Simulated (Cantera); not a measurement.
## Reactions in the system Cl-Cs-F-H

Cantera with NASA thermochemical tables; ideal gases at 1 bar, condensed phases pure. Values are per mole of reaction as written; species without (g) are pure solids or liquids, kept so even where they would boil at 1 bar.

F₂(g) + 2 HCl(g) + 2 Cs(g) → 2 HF(g) + 2 CsCl

```
T (K)  ΔH° (kJ)  ΔS° (J/K)  ΔG° (kJ)  log10 K
-----  --------  ---------  --------  -------
1023    -1326.7     -280.9   -1039.4    53.07
1173    -1315.8     -270.9    -998.0    44.44
1323    -1304.8     -262.1    -958.0    37.82
1473    -1294.0     -254.4    -919.3    32.60
1623    -1283.2     -247.4    -881.7    28.38
1773    -1272.5     -241.1    -845.1    24.90
1923    -1261.8     -235.3    -809.3    21.98
```
